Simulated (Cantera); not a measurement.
Feed: 1 mol SiF4, 8.8 mol O3, 2.5 mol H2, at 2050 K and 1.00 bar.

Cantera equilibrium calculation (NASA polynomials, part measured and part estimated; ideal gas, pure solids and liquids). Candidate condensed phases: H2O, Si, SiO2; 38 gas species. The tables hold silica as quartz up to 1696 K and as liquid above; real silica turns to tridymite and cristobalite and melts near 1996 K. Gases not in the tables: Si(OH)4. The numbers say what is thermodynamically allowed, not how fast it happens.

Base state: O2 0.729, HF 0.219, H2O 0.0420, SiF4 0.00629, OH 0.00230, O 0.000831, F 5.50e-5, H2 2.05e-5 (mole fractions); condensed: SiO2(l).

### Question
What changes in the equilibrium state with this change: SiF4 replaced by SiH4?

### Answer
```
species        before     after
------------  -------  --------
O2              0.729     0.685
H2O            0.0420     0.308
OH            0.00230   0.00613
HF              0.219         0
SiF4          0.00629         0
F             5.50e-5         0
H2            2.05e-5  0.000155
H             1.03e-5   2.82e-5
HO2           5.71e-6   1.47e-5
SiO2(l), mol    0.897     1.000
```
